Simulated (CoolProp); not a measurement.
Computed with CoolProp (reference Helmholtz-energy equation of state, Akasaka 2020).

Give the vapour pressure (kPa), liquid density (kg/m³), vapour density (kg/m³), enthalpy of vaporisation (kJ/kg) of saturated R1123 at 272.2 K.


```
T (K)  p (kPa)  liquid density (kg/m³)  vapour density (kg/m³)  enthalpy of vaporisation (kJ/kg)
-----  -------  ----------------------  ----------------------  --------------------------------
272.2     1060                    1130                    47.0                               173
```
